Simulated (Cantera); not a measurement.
# Low-pressure radical oxidation in H2/O2

A perfectly stirred reactor is fed with 3.31 % H2, 96.7 % O2, equivalence ratio 0.017, at 6.15 Torr; it is held at 1250 K, and followed from long to short residence time.

Cantera simulation using the H2/O2 subset of GRI-Mech 3.0, which has no nitrogen chemistry; the numbers are that mechanism's predictions, not measurements. Radical loss at walls, strong at low pressure, is not modelled.

| τ (s) | x H2 | x O2 | x H2O | x H2O2 | x O | x OH | x HO2 |
|---|---|---|---|---|---|---|---|
| 0.40 | 0.000263 | 0.955 | 0.0318 | 3.27e-8 | 0.00998 | 0.00188 | 9.79e-7 |
| 0.15 | 0.000433 | 0.950 | 0.0309 | 3.57e-8 | 0.0148 | 0.00232 | 1.15e-6 |
| 0.059 | 0.000698 | 0.945 | 0.0299 | 3.90e-8 | 0.0188 | 0.00272 | 1.28e-6 |
| 0.023 | 0.00122 | 0.942 | 0.0287 | 4.53e-8 | 0.0210 | 0.00316 | 1.39e-6 |
| 0.0089 | 0.00237 | 0.942 | 0.0269 | 5.74e-8 | 0.0208 | 0.00373 | 1.49e-6 |
| 0.0034 | 0.00499 | 0.944 | 0.0237 | 7.62e-8 | 0.0183 | 0.00443 | 1.58e-6 |
| 0.0013 | 0.0107 | 0.949 | 0.0180 | 9.08e-8 | 0.0136 | 0.00479 | 1.56e-6 |
x: mole fraction; the columns are a selection and need not sum to one.
